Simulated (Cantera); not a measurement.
Feed: 1 mol MgCO3, 0.45 mol C, 0.42 mol O2, at 2.00 mbar.

Cantera equilibrium calculation (NASA polynomials, part measured and part estimated; ideal gas, pure solids and liquids). Candidate condensed phases: C, Mg, MgCO3, MgO; 15 gas species. Kinetics and transport are ignored.

x: gas mole fraction; n: condensed amount in mol.

| T (K) | x CO2 | x CO | x O2 | x O | x Mg | n MgO(s) |
|---|---|---|---|---|---|---|
| 725 | 0.959 | 0.0414 | <1e-12 | <1e-12 | <1e-12 | 1.00 |
| 925 | 0.959 | 0.0414 | <1e-12 | <1e-12 | <1e-12 | 1.00 |
| 1125 | 0.959 | 0.0414 | 1.89e-12 | <1e-12 | <1e-12 | 1.00 |
| 1325 | 0.959 | 0.0414 | 1.68e-8 | 7.98e-10 | … | 1.00 |
| 1525 | 0.959 | 0.0414 | 1.34e-5 | 4.64e-7 | … | 1.00 |
| 1725 | 0.953 | 0.0451 | 0.00187 | 5.61e-5 | … | 1.000 |
| 1925 | 0.886 | 0.0888 | 0.0236 | 0.00127 | … | 1.000 |
| 2125 | 0.709 | 0.201 | 0.0776 | 0.0103 | … | 0.996 |

**Question.** Fill in the missing entries.

**Answer.** 
- 1325, x Mg: 6.78e-11
- 1525, x Mg: 1.52e-8
- 1725, x Mg: 1.05e-6
- 1925, x Mg: 5.80e-5
- 2125, x Mg: 0.00229
